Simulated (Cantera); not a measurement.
Mg(OH)2 + H2O (calcination and drying)

Charge: 1 mol Mg(OH)2, 0.086 mol H2O, equilibrated at 700 °C and 0.740 bar.

Equilibrium computed with Cantera from the NASA thermochemical tables; the gas is ideal and each condensed phase is pure. Candidate condensed phases: H2O, Mg, MgO, Mg(OH)2; 15 gas species. The numbers say what is thermodynamically allowed, not how fast it happens.

- x(H2O): 1.00
- n(MgO(s)): 1.00 mol
- gas amount: 1.086 mol
- log10 activity of Mg(l) (absent): -23.01
